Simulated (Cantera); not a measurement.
A freely propagating, adiabatic, planar premixed flame of CH4 : C2H6 : O2 : N2 = 1 : 0.34 : 2.45 : 9.23 (molar parts), equivalence ratio 1.3, unburnt at 700 K and 1.01 bar; mixture-averaged transport, grid criteria slope 0.08 and curve 0.16, no radiation.

Model: GRI-Mech 3.0 (53 species, 325 reactions), integrated in Cantera. Burning velocities carry a grid error of a few per cent, more on coarse grids.

Task: How do the results move with these cheaper or finer settings: unity-Lewis-number transport; multicomponent transport; multicomponent+Soret transport; grid criteria slope 0.5, curve 1; grid criteria slope 0.25, curve 0.5; grid criteria slope 0.03, curve 0.06?

Result: 
```csv
setting,laminar burning velocity,thermal thickness,peak x(C2H4),peak x(H2),grid points
as above,154 cm/s,0.311 mm,0.00427,0.0480,146
unity-Lewis-number transport,101 cm/s,0.394 mm,0.00343,0.0455,144
multicomponent transport,154 cm/s,0.316 mm,0.00433,0.0482,146
multicomponent+Soret transport,153 cm/s,0.313 mm,0.00433,0.0464,146
"grid criteria slope 0.5, curve 1",167 cm/s,0.347 mm,0.00426,0.0481,44
"grid criteria slope 0.25, curve 0.5",160 cm/s,0.327 mm,0.00428,0.0483,64
"grid criteria slope 0.03, curve 0.06",151 cm/s,0.309 mm,0.00428,0.0478,358
```
The base run took roughly 4 core-seconds.
Unity Lewis numbers drop preferential diffusion, which matters most where H2 and H carry the flame; Soret adds thermal diffusion.
